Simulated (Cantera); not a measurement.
Charge: 1 mol CS₂, 1.1 mol H₂O, 0.75 mol N₂, equilibrated at 1825 K and 133 Pa.

These are equilibrium values from Cantera (NASA tables, ideal gas, pure condensed phases), not measurements of a reactor. Candidate condensed phases: C, C₆H₆, C₇H₈, C₈H₁₈, H₂O, H₂SO₄, S; 150 gas species. Equilibrium is a limit: real reactors are often held back by kinetics, nucleation or transport.

Base state: H₂ 0.254, CO 0.253, S₂ 0.240, N₂ 0.193, H₂O 0.0153, S 0.0122, SH 0.0115, H 0.00608 (mole fractions); condensed: gas only.

### Question
What changes in the equilibrium state with this change: pressure from 133 Pa to 24.0 Pa?

### Answer
```json
[
 {"species": "H₂", "before": "0.254", "after": "0.252"},
 {"species": "CO", "before": "0.253", "after": "0.250"},
 {"species": "S₂", "before": "0.240", "after": "0.228"},
 {"species": "S", "before": "0.0122", "after": "0.0279"},
 {"species": "H", "before": "0.00608", "after": "0.0143"},
 {"species": "H₂O", "before": "0.0153", "after": "0.0116"},
 {"species": "SH", "before": "0.0115", "after": "0.0112"},
 {"species": "N₂", "before": "0.193", "after": "0.190"},
 {"species": "COS", "before": "0.000159", "after": "6.48e-5"},
 {"species": "H₂S", "before": "0.00453", "after": "0.00186"},
 {"species": "OH", "before": "2.55e-5", "after": "4.58e-5"},
 {"species": "SO", "before": "0.00492", "after": "0.00864"}
]
```
